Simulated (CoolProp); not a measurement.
A single-stage vapour-compression cycle with R124: evaporating at 234.15 K (dew point), condensing at 293.15 K (bubble point), superheat 2 K, subcooling 2 K, compressor efficiency 0.65, no pressure losses. Each further row changes one setting.

The numbers come from the reference Helmholtz-energy equation of state, de Vries 1995 in CoolProp.

```csv
case,cooling COP,pressure ratio,discharge temperature (K),refrigerating effect (kJ/kg),volumetric capacity (kJ/m³)
as stated,2.01,11.7,325.2,118,234
evaporating temperature 239.15 K,2.30,8.99,321.3,121,307
condensing temperature 288.15 K,2.27,9.95,319.0,124,245
subcooling 7 K,2.11,11.7,325.2,124,245
superheat 12 K,2.03,11.7,336.5,125,236
compressor efficiency 0.55,1.70,11.7,338.4,118,234
```
